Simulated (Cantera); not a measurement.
Charge: 1 mol borazine, 19 mol NH3, equilibrated at 0.110 bar.

Cantera equilibrium calculation (NASA polynomials, part measured and part estimated; ideal gas, pure solids and liquids). Candidate condensed phases: B, BN; 15 gas species. The feed counts by its element totals alone. Kinetics and transport are ignored. All values below are at 1425 °C.

Base state: H2 0.768, N2 0.232, H 0.000382 (mole fractions); condensed: BN(s).

Problem. What changes in the equilibrium state with this change: pressure from 0.110 bar to 58.0 Pa?

Solution. 
```json
[
 {"species": "H2", "before": "0.768", "after": "0.764"},
 {"species": "N2", "before": "0.232", "after": "0.231"},
 {"species": "H", "before": "0.000382", "after": "0.00525"},
 {"species": "BN(s), mol", "before": "3.00", "after": "3.00"}
]
```
